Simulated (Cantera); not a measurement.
Input: 1 mol Ta2O5, 7.8 mol C, 0.59 mol CO, 2 mol CH4, held at 1.33 mbar.

Equilibrium computed with Cantera from the NASA thermochemical tables; the gas is ideal and each condensed phase is pure. Candidate condensed phases: C, C6H6, C7H8, C8H18, H2O, Ta, TaC, Ta2O5; 113 gas species. TaC: taken at fixed stoichiometry. Condensed phases not in the tables: Ta2C. Kinetics and transport are ignored.

log p: log10 of the partial pressure in bar; n: condensed amount in mol.

| T (K) | log p H2 | log p CO | log p H | log p C3 | log p C2H2 (acetylene) | n C(graphite) | n Ta2O5(s) | n TaC(s) |
|---|---|---|---|---|---|---|---|---|
| 823 | -2.94 | -3.78 | -12.60 | <-14 | -14.41 | 9.81 | 1.00 | 0 |
| 1023 | -3.25 | -3.11 | -10.01 | <-14 | -11.93 | 2.80 | 0 | 2.00 |
| 1223 | -3.25 | -3.11 | -8.15 | <-14 | -10.06 | 2.80 | 0 | 2.00 |
| 1423 | -3.25 | -3.11 | -6.81 | <-14 | -8.72 | 2.80 | 0 | 2.00 |
| 1623 | -3.26 | -3.11 | -5.79 | <-14 | -7.71 | 2.80 | 0 | 2.00 |
| 1823 | -3.26 | -3.11 | -4.99 | … | -6.94 | 2.80 | 0 | 2.00 |
| 2023 | -3.28 | -3.12 | -4.36 | … | -6.33 | 2.79 | 0 | 2.00 |
| 2223 | -3.34 | -3.13 | -3.86 | … | -5.88 | 2.78 | 0 | 2.00 |
| 2423 | -3.49 | -3.17 | -3.49 | … | -5.60 | 2.75 | 0 | 2.00 |
| 2623 | -3.78 | -3.21 | -3.27 | … | -5.53 | 2.63 | 0 | 2.00 |

Problem. Fill in the missing entries.

Solution. 
- 1823, log p C3: -12.64
- 2023, log p C3: -10.31
- 2223, log p C3: -8.42
- 2423, log p C3: -6.84
- 2623, log p C3: -5.51
